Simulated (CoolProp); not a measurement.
The numbers come from the reference Helmholtz-energy equation of state, Thol 2015 in CoolProp.

Q: Give the vapour pressure (bar), liquid density (kg/m³), liquid cp (kJ/(kg K)), vapour Z of saturated octamethylcyclotetrasiloxane (D4) at 452.4, 464.1 K.

A: 
```
T (K)  p (bar)  liquid density (kg/m³)  liquid cp (kJ/(kg K))  vapour Z
-----  -------  ----------------------  ---------------------  --------
452.4     1.11                     760                   2.01     0.918
464.1     1.47                     743                   2.04     0.899
```
